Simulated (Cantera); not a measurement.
# Pb + CO + N2 (iron carbonyl, mercury and lead vapours)

Feed: 1 mol Pb, a varied amount of CO, 2 mol N2, at 3400 Pa.

Equilibrium computed with Cantera from the NASA thermochemical tables; the gas is ideal and each condensed phase is pure. Candidate condensed phases: C, Pb, PbO, PbO2, Pb3O4; 27 gas species. The numbers say what is thermodynamically allowed, not how fast it happens.

Stable condensed phases:

```
T in K \ n(CO) in mol
          0.4 0.77  1.1  1.5  1.9  2.2  2.6    3  3.3  3.7
   1425     A    A    A    A    A    A    A    A    A    A
   1375     B    B    B    B    B    A    A    A    A    A
   1325     B    B    B    B    B    B    B    B    B    B
   1275     B    B    B    B    C    C    C    C    C    C
   1225     B    C    C    C    C    C    C    C    C    C
   1175     C    C    C    C    C    C    C    C    C    C
   1125     C    C    C    C    C    C    C    C    C    C
   1075     C    C    C    C    C    C    C    C    C    C
   1025     C    C    C    C    C    C    C    C    C    C
    975     C    C    C    C    C    C    C    C    C    C
    925     C    C    C    C    C    C    C    C    C    C
    875     C    C    C    C    C    C    C    C    C    C
    825     C    C    C    C    C    C    C    C    C    C
```

A: gas only; B: Pb; C: C + Pb.
